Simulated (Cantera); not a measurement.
A freely propagating, adiabatic, planar premixed flame of 15.3 % CO, 15.1 % H2, 14.6 % O2, 55.0 % N2, equivalence ratio 1.0, unburnt at 500 K and 54000 Pa; mixture-averaged transport, grid criteria slope 0.08 and curve 0.16, no radiation.

Detailed kinetics in Cantera: GRI-Mech 3.0 (53 species, 325 reactions). Burning velocities carry a grid error of a few per cent, more on coarse grids.

**Question.** Predict: laminar burning velocity; thermal thickness; peak x(OH); peak x(H).

**Answer.** 
```json
{
  "laminar_burning_velocity": "310 cm/s",
  "thermal_thickness": "1.19 mm",
  "peak x(OH)": "0.0132",
  "peak x(H)": "0.0363"
}
```
